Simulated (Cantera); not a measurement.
A closed system holds: 1 mol Si, 1.7 mol HCl, 0.42 mol H₂, held at 850 K and 1 atm.

These are equilibrium values from Cantera (NASA tables, ideal gas, pure condensed phases), not measurements of a reactor. Candidate condensed phases: Si; 19 gas species. The tables' values for SiCl₃ are old estimates; treat these amounts as uncertain. Equilibrium is a limit: real reactors are often held back by kinetics, nucleation or transport.

Question: What is the equilibrium state?

Answer: 
```json
{
 "x(H₂)": "0.719",
 "x(SiCl₄)": "0.190",
 "x(SiHCl₃)": "0.0849",
 "x(SiH₂Cl₂)": "0.00333",
 "x(HCl)": "0.00267",
 "x(SiCl₃)": "0.000178",
 "x(SiH₃Cl)": "3.11e-5",
 "x(SiCl₂)": "1.18e-5",
 "n(Si(s))": "0.538 mol",
 "gas_amount": "1.658 mol"
}
```
